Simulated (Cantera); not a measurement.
## Ammonia decomposition in nitride growth gas

An isothermal, constant-pressure homogeneous reactor starts with NH3 : H2 = 1 : 10 (molar parts), at 1725 K and 1.78 atm.

Model: the gas-phase N/H chemistry of the illustrative SiF4/NH3 mechanism in the Surface Chemkin manual (1991), integrated in Cantera. Walls and surfaces, which speed up NH3 decomposition in real reactors, are not modelled.

```json
[
 {"t (s)": "3.00e-5", "x NH3": "0.0909", "x H2": "0.909", "x N": "<1e-12", "x N2": "2.31e-12", "x N2H4": "5.24e-12", "x NH": "1.11e-10"},
 {"t (s)": "0.000214", "x NH3": "0.0909", "x H2": "0.909", "x N": "3.29e-11", "x N2": "8.02e-9", "x N2H4": "2.66e-10", "x NH": "5.61e-9"},
 {"t (s)": "0.00152", "x NH3": "0.0909", "x H2": "0.909", "x N": "4.56e-9", "x N2": "3.98e-6", "x N2H4": "7.13e-9", "x NH": "1.50e-7"},
 {"t (s)": "0.0109", "x NH3": "0.0906", "x H2": "0.909", "x N": "8.25e-9", "x N2": "0.000101", "x N2H4": "1.06e-8", "x NH": "2.23e-7"},
 {"t (s)": "0.0775", "x NH3": "0.0891", "x H2": "0.910", "x N": "8.14e-9", "x N2": "0.000805", "x N2H4": "1.02e-8", "x NH": "2.20e-7"},
 {"t (s)": "0.552", "x NH3": "0.0795", "x H2": "0.915", "x N": "7.45e-9", "x N2": "0.00523", "x N2H4": "8.28e-9", "x NH": "2.00e-7"},
 {"t (s)": "3.94", "x NH3": "0.0442", "x H2": "0.934", "x N": "4.58e-9", "x N2": "0.0214", "x N2H4": "2.73e-9", "x NH": "1.19e-7"},
 {"t (s)": "28.1", "x NH3": "0.0102", "x H2": "0.953", "x N": "1.17e-9", "x N2": "0.0370", "x N2H4": "1.55e-10", "x NH": "2.92e-8"},
 {"t (s)": "200", "x NH3": "0.00154", "x H2": "0.957", "x N": "1.81e-10", "x N2": "0.0410", "x N2H4": "3.60e-12", "x NH": "4.49e-9"}
]
```
x: mole fraction; the columns are a selection and need not sum to one.

Equilibrium at this temperature and pressure: NH3 1.17e-5, H2 0.958, N 1.38e-12, N2 0.0417, N2H4 <1e-12, NH 3.41e-11 (gas phase only).
